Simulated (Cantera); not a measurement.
A perfectly stirred reactor is fed with CH4 : O2 : N2 = 1 : 2.53 : 9.52 (molar parts), at 550000 Pa; it is adiabatic with a 675 K inlet, and is followed from long to short residence time, starting on the burning branch (τ in s: 0.24, 0.12, 0.057, 0.027, 0.013, 0.0065, 0.0031, 0.0015, 0.00074, 0.00036, 0.00018, 8.5e-05, 4.1e-05).

Cantera simulation using GRI-Mech 3.0 (53 species, 325 reactions); the numbers are that mechanism's predictions, not measurements.

One state of this run: T (K) = 2250; x CH4 = 9.30e-6; x O2 = 0.0404; x H2 = 0.000661; x NO2 = 8.47e-7; x H2O = 0.150; x C2H2 = 1.68e-9; x CH2 = 2.16e-7. x: mole fraction; the columns are a selection and need not sum to one.

### Question
Which value of τ (s) does it belong to?
(A) 0.0065
(B) 0.0015
(C) 0.12
(D) 0.00074

### Answer
A, 0.0065
